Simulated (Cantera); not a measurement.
A freely propagating, adiabatic, planar premixed flame of 9.16 % CH4, 18.3 % O2, 68.9 % N2, 3.66 % H2O, equivalence ratio 1.0, unburnt at 375 K and 100.0 Torr; mixture-averaged transport, grid criteria slope 0.08 and curve 0.16, no radiation.

Computed with Cantera and GRI-Mech 3.0 (53 species, 325 reactions). Burning velocities carry a grid error of a few per cent, more on coarse grids.

**Question.** Predict: laminar burning velocity; thermal thickness; peak x(C2H2); peak x(H); peak x(C2H4).

**Answer.** 
```
Item                          Value
------------------------  ---------
laminar burning velocity  78.0 cm/s
thermal thickness           2.41 mm
peak x(C2H2)                8.98e-5
peak x(H)                    0.0135
peak x(C2H4)               0.000366
```
